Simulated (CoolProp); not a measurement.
Vapour-liquid equilibrium of R134a (1) + dimethyl ether (2) at 34.15 °C; x and y are mole fractions of (1).

Model: multi-fluid Helmholtz-energy mixture model, Tillner-Roth 1994 and Wu 2011; pair parameters Bell 2016, in CoolProp.

```csv
x,"bubble pressure, mixture model (kPa)","bubble pressure, Raoult's law (kPa)","y, mixture model","y, Raoult's law"
0.05,756.3,767.2,…,0.056
0.2,…,782.9,0.196,0.221
0.35,749.2,798.5,0.363,0.380
0.5,763.4,814.1,0.531,0.532
0.65,…,829.8,…,0.679
0.8,818.1,845.4,0.834,0.820
0.95,…,861.0,0.961,0.956
```

Q: Fill in the missing entries.

A: 
- 0.05, y, mixture model: 0.045
- 0.2, bubble pressure, mixture model (kPa): 746.7
- 0.65, bubble pressure, mixture model (kPa): 787.2
- 0.65, y, mixture model: 0.690
- 0.95, bubble pressure, mixture model (kPa): 853.7

The largest gap from Raoult's law is -6.2 % in bubble pressure, at x = 0.5. y crosses x between x = 0.2 and 0.35: the model has an azeotrope there.

The pair parameters rest on a limited set of measurements; away from them the model extrapolates.
